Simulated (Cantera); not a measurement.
Charge: 1 mol Al(CH3)3, 450 mol NH3, 19 mol H2, held at 1750 K and 10.0 mbar.

Method: chemical equilibrium by Gibbs-energy minimisation in Cantera with the NASA 1993 tables (ideal gas, pure condensed phases). Candidate condensed phases: Al, AlN, C, C6H6, C7H8, C8H18; 97 gas species. The feed counts by its element totals alone. Kinetics and transport are ignored.

Base state: H2 0.754, N2 0.242, HCN 0.00204, H 0.00202, Al 0.000182, C2H2 (acetylene) 8.66e-5, HNC 6.90e-5 (mole fractions); condensed: AlN(s) + C(graphite).

Task: What changes in the equilibrium state with this change: temperature from 1750 K to 698 K?

Result: 
```tsv
species	before	after
H2	0.754	0.753
N2	0.242	0.244
CH4	5.19e-6	0.00326
HCN	0.00204	<1e-9
Al	0.000182	<1e-9
H	0.00202	<1e-9
C2H2 (acetylene)	8.66e-5	<1e-9
HNC	6.90e-5	<1e-9
AlN(s), mol	0.824	1.00
C(graphite), mol	0.885	0
```

Task: What changes in the equilibrium state with this change: temperature from 1750 K to 1300 K?

Result: 
| species | before | after |
|---|---|---|
| H2 | 0.754 | 0.757 |
| N2 | 0.242 | 0.243 |
| HCN | 0.00204 | 8.88e-5 |
| H | 0.00202 | 9.62e-6 |
| Al | 0.000182 | <1e-9 |
| C2H2 (acetylene) | 8.66e-5 | 4.36e-7 |
| HNC | 6.90e-5 | 7.09e-7 |
| CH4 | 5.19e-6 | 4.50e-5 |
| AlN(s), mol | 0.824 | 1.00 |
| C(graphite), mol | 0.885 | 2.87 |

Task: What changes in the equilibrium state with this change: temperature from 1750 K to 1948.15 K?

Result: 
```tsv
species	before	after
H2	0.754	0.745
N2	0.242	0.241
H	0.00202	0.00977
Al	0.000182	0.00105
AlH	8.28e-6	2.84e-5
HNC	6.90e-5	0.000146
C2H2 (acetylene)	8.66e-5	0.000125
HCN	0.00204	0.00283
AlN(s), mol	0.824	0
C(graphite), mol	0.885	0
```
